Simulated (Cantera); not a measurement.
A freely propagating, adiabatic, planar premixed flame of CH4 : O2 : N2 = 1 : 3.08 : 11.6 (molar parts), unburnt at 648 K and 5.70 bar; mixture-averaged transport, grid criteria slope 0.08 and curve 0.16, no radiation.

Model: GRI-Mech 3.0 (53 species, 325 reactions), integrated in Cantera. Burning velocities carry a grid error of a few per cent, more on coarse grids.

Question: What does this change do: 0.06 parts H2 added?

Answer: 
```
quantity                     before      after
------------------------  ---------  ---------
laminar burning velocity  41.6 cm/s  44.7 cm/s
thermal thickness          0.134 mm   0.128 mm
peak x(HO2)                0.000220   0.000230
peak x(HCN)                 1.82e-7    2.08e-7
```
